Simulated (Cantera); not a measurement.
Input: 1 mol HMDSO, 1.5 mol O3, at 16.0 mbar.

Equilibrium computed with Cantera from the NASA thermochemical tables; the gas is ideal and each condensed phase is pure. Candidate condensed phases: C, C6H6, C7H8, C8H18, H2O, Si, SiC, SiO2; 123 gas species. The feed counts by its element totals alone. Equilibrium is a limit: real reactors are often held back by kinetics, nucleation or transport.

At 975 K, list the 5 most abundant gas species with their mole fractions, and the condensed phases.

H2 0.856, CO 0.141, CH4 0.00147, H2O 0.00116, CO2 0.000308. Condensed: C(graphite) + SiO2(β-quartz).
